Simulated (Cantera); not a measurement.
Input: 1 mol SiCl₄, 0.22 mol Cl₂, 6.7 mol H₂, equilibrated at 1275 K and 1330 Pa.

Method: chemical equilibrium by Gibbs-energy minimisation in Cantera with the NASA 1993 tables (ideal gas, pure condensed phases). Candidate condensed phases: Si; 19 gas species. The tables' values for SiCl₃ are old estimates; treat these amounts as uncertain. Rates play no part.

Base state: H₂ 0.700, HCl 0.182, SiCl₂ 0.0525, SiCl₄ 0.0413, SiCl₃ 0.0182, SiHCl₃ 0.00640, SiH₂Cl₂ 0.000138 (mole fractions); condensed: gas only.

Q: What changes in the equilibrium state with this change: temperature from 1275 K to 825 K?

A: 
```json
[
 {"species": "H₂", "before": "0.700", "after": "0.816"},
 {"species": "SiCl₄", "before": "0.0413", "after": "0.124"},
 {"species": "HCl", "before": "0.182", "after": "0.0578"},
 {"species": "SiCl₂", "before": "0.0525", "after": "3.92e-7"},
 {"species": "SiCl₃", "before": "0.0182", "after": "2.35e-5"},
 {"species": "SiH₂Cl₂", "before": "0.000138", "after": "3.20e-6"},
 {"species": "SiHCl₃", "before": "0.00640", "after": "0.00217"}
]
```

Q: What changes in the equilibrium state with this change: SiCl₄ replaced by Si₃H₈?

A: 
```tsv
species	before	after
H₂	0.700	0.963
HCl	0.182	0.0334
SiCl₂	0.0525	0.00300
SiCl₄	0.0413	5.75e-5
SiCl₃	0.0182	0.000163
SiHCl₃	0.00640	6.70e-5
SiH₂Cl₂	0.000138	1.08e-5
Si(s), mol	0	2.96
```
The feed counts by its element totals alone.
